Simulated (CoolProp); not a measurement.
A simple Rankine cycle with R141b: condensing at 320.15 K, boiler at 1.92 MPa, turbine inlet 441.9 K, turbine efficiency 0.8, pump efficiency 0.7, no recuperator. Each further row changes one setting.

Values from CoolProp's reference Helmholtz-energy equation of state, Lemmon 2006. It is a short technical equation, of lower accuracy than the large ones.

```json
[
 {"case": "as stated", "thermal efficiency (%)": "15.5", "net work (kJ/kg)": "46.1", "heat in (kJ/kg)": "297", "turbine exit temperature (K)": "361.8", "volume ratio over the turbine": "12.1"},
 {"case": "turbine inlet 461.9 K", "thermal efficiency (%)": "15.6", "net work (kJ/kg)": "49.9", "heat in (kJ/kg)": "320", "turbine exit temperature (K)": "383.7", "volume ratio over the turbine": "11.6"},
 {"case": "condensing temperature 312.15 K", "thermal efficiency (%)": "16.6", "net work (kJ/kg)": "51.0", "heat in (kJ/kg)": "307", "turbine exit temperature (K)": "355.3", "volume ratio over the turbine": "15.4"},
 {"case": "boiler pressure 1.34 MPa", "thermal efficiency (%)": "13.8", "net work (kJ/kg)": "42.5", "heat in (kJ/kg)": "308", "turbine exit temperature (K)": "378.0", "volume ratio over the turbine": "7.91"},
 {"case": "turbine efficiency 0.7", "thermal efficiency (%)": "13.5", "net work (kJ/kg)": "40.1", "heat in (kJ/kg)": "297", "turbine exit temperature (K)": "368.7", "volume ratio over the turbine": "12.3"}
]
```
